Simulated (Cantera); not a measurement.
# Catalytic combustion on Pt

An isothermal plug-flow reactor at 823 K and 3750 Torr (inlet), inlet velocity 0.34 m/s, active area per volume 170 1/m; feed CO : O₂ : N₂ = 0.024 : 0.2 : 0.79 (molar parts), equivalence ratio 0.060.

Detailed kinetics in Cantera: Deutschmann's 1995 Pt surface mechanism with GRI-Mech 3.0 gas chemistry. Catalytic surfaces can have several steady states; this one follows from the mechanism file's or the stated starting coverage. Mass transfer to the wall is taken as infinitely fast.

| z (m) | x CO | x O₂ | x H₂O | x CO₂ | θ free Pt | θ O* | θ CO* |
|---|---|---|---|---|---|---|---|
| 0.00062 | 0.0100 | 0.192 | <1e-12 | 0.0138 | 0.0621 | 0.921 | 0.0169 |
| 0.001 | 0.00877 | 0.191 | <1e-12 | 0.0151 | 0.0396 | 0.955 | 0.00579 |
| 0.0017 | 0.00761 | 0.191 | <1e-12 | 0.0163 | 0.0323 | 0.964 | 0.00332 |
| 0.0029 | 0.00640 | 0.190 | <1e-12 | 0.0175 | 0.0280 | 0.970 | 0.00208 |
| 0.0048 | 0.00516 | 0.190 | <1e-12 | 0.0187 | 0.0250 | 0.974 | 0.00134 |
| 0.008 | 0.00385 | 0.189 | <1e-12 | 0.0201 | 0.0228 | 0.976 | 0.000821 |
| 0.013 | 0.00261 | 0.189 | <1e-12 | 0.0213 | 0.0211 | 0.978 | 0.000478 |
| 0.022 | 0.00142 | 0.188 | <1e-12 | 0.0225 | 0.0198 | 0.980 | 0.000229 |
| 0.037 | 0.000563 | 0.188 | <1e-12 | 0.0234 | 0.0191 | 0.981 | 8.40e-5 |
| 0.062 | 0.000132 | 0.188 | <1e-12 | 0.0238 | 0.0187 | 0.981 | 1.89e-5 |
x: gas mole fraction; θ: surface coverage.
